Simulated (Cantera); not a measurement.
Input: 1 mol B, 5 mol NH3, 150 mol H2, held at 1823 K and 0.0133 bar.

Cantera equilibrium calculation (NASA polynomials, part measured and part estimated; ideal gas, pure solids and liquids). Candidate condensed phases: B, BN; 15 gas species. The tables' values for BH2 are old estimates; treat these amounts as uncertain. Rates play no part.

Base state: H2 0.984, N2 0.0125, H 0.00372, BH2 2.96e-5 (mole fractions); condensed: BN(s).

Question: What changes in the equilibrium state with this change: pressure from 0.0133 bar to 0.000110 bar?

Answer: 
```tsv
species	before	after
H2	0.984	0.944
H	0.00372	0.0401
N2	0.0125	0.0153
BH2	2.96e-5	0.000144
B	7.73e-8	4.76e-5
BN(s), mol	0.995	0
B(s), mol	0	0.968
```
